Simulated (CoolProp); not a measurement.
A Linde-Hampson liquefier for normal hydrogen: isothermal reversible compression at 230 K from 1 atm to 5 MPa, throttling to 1 atm, return gas leaving the recuperator 10 K below the feed. Each further row changes one setting.

The numbers come from the reference Helmholtz-energy equation of state, Leachman 2009 in CoolProp.

```csv
case,compression work (kJ/kg of gas)
as stated,3730
high pressure 10 MPa,4420
warm-end temperature 260 K,4210
warm-end gap 15 K,3730
```
